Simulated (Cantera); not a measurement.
A Cantera script and what it prints.

```python
import numpy as np
import cantera as ct

gas_names = """
    AL ALH ALO ALOH ALO2 ALO2H AL2 AL2O AL2O2 H HALO HO2 H2 H2O H2O2 O OH O2 O3
""".split()
cond_names = """
    AL(cr) AL(L) AL2O3(a) AL2O3(L) H2O(s) H2O(L)
""".split()


# ... load() reads the species with a 1 bar reference pressure and builds the phases ...
atoms = {
    'Al': {'AL': 1},
    'H2O': {'H': 2, 'O': 1},
    'H2': {'H': 2},
}
top_T = {}  # K; cautious upper limits of use, not melting points


# ... equilibrate(T, P, feed) seeds the gas with the atoms and calls Mixture.equilibrate('TP', solver="gibbs", rtol=1e-10, max_steps=50000) ...
results = []
feed = {'Al': 1, 'H2O': 1.3, 'H2': 50}  # mol
P = 35  # Pa
for T in [798, 873, 948, 1023, 1098, 1173, 1248, 1323]:
    mix = equilibrate(T, P, feed)
    results.append((T, P, feed, dict(zip(mix.species_names, mix.species_moles))))

top = {s: max(r[3][s] / sum(r[3][g] for g in gas_names) for r in results) for s in gas_names}
cols = sorted((s for s in top if top[s] > 0.001), key=lambda s: -top[s])[:9]
seen = [c for c in cond_names if any(r[3].get(c, 0) > 1e-12 for r in results)]
print("log10 of partial pressures in bar; condensed amounts in mol")
print(f"{'T/K':>10s}" + "".join(f"{s[:9]:>10s}" for s in cols + seen))
for T, P, feed, n in results:
    ng = sum(n[g] for g in gas_names)
    print(f"{T:10.4g}" + "".join(f"{np.log10(max(n[s] / ng * P / 1e5, 1e-99)):10.3f}" for s in cols)
          + "".join(f"{n.get(c, 0):10.4g}" for c in seen))
```

Result:

```
log10 of partial pressures in bar; condensed amounts in mol
       T/K        H2        AL    AL(cr)     AL(L)  AL2O3(a)
       798    -3.456   -14.558    0.1333         0    0.4333
       873    -3.456   -12.724    0.1333         0    0.4333
       948    -3.456   -11.194         0    0.1333    0.4333
      1023    -3.456    -9.927         0    0.1333    0.4333
      1098    -3.456    -8.837         0    0.1331    0.4333
      1173    -3.456    -7.888         0    0.1308    0.4332
      1248    -3.456    -7.055         0    0.1155    0.4323
      1323    -3.457    -6.319         0   0.02735    0.4253
```

Cantera equilibrium calculation (NASA polynomials, part measured and part estimated; ideal gas, pure solids and liquids). Mutual solubility and eutectic melting of coexisting phases are not modelled.
